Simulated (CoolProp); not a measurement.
Properties of ethylene along the isotherm 245.3 K (Tc = 282.4 K, pc = 5042 kPa, ω = 0.087).

The numbers come from the reference Helmholtz-energy equation of state, Smukala 2000 in CoolProp.

```csv
p (kPa),phase,speed of sound (m/s),expansivity (1/kK),fugacity coefficient
252,gas,299.8,4.419,0.9743
504,gas,294.5,4.823,0.9486
756,gas,289.0,5.309,0.9231
1010,gas,283.0,5.911,0.8973
1260,gas,276.7,6.660,0.8719
1510,gas,269.9,7.643,0.8464
1760,gas,262.3,9.015,0.8208
2270,liquid,680.5,6.106,0.7199
2520,liquid,687.8,5.970,0.6536
```
